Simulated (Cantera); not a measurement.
Feed: 1 mol CO, 0.35 mol H2, at 2498 K and 0.0100 bar.

These are equilibrium values from Cantera (NASA tables, ideal gas, pure condensed phases), not measurements of a reactor. Candidate condensed phases: C, C6H6, C7H8, C8H18, H2O; 110 gas species. Equilibrium is a limit: real reactors are often held back by kinetics, nucleation or transport.

Base state: CO 0.700, H2 0.191, H 0.109 (mole fractions); condensed: gas only.

Q: What changes in the equilibrium state with this change: pressure from 0.0100 bar to 0.00350 bar?

A: 
```
species  before  after
-------  ------  -----
CO        0.700  0.679
H         0.109  0.166
H2        0.191  0.155
```
